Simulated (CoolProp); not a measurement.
Model: reference Helmholtz-energy equation of state, Thol 2019, in CoolProp.

### Question
Give the vapour pressure (MPa), liquid density (kg/m³), vapour density (kg/m³), enthalpy of vaporisation (kJ/kg) of saturated decamethylcyclopentasiloxane (D5) at 82.75, 110.05, 137.35 °C.

### Answer
```csv
T (°C),p (MPa),liquid density (kg/m³),vapour density (kg/m³),enthalpy of vaporisation (kJ/kg)
82.75,0.00104,892,0.131,153
110.05,0.00396,862,0.465,144
137.35,0.0118,832,1.31,135
```
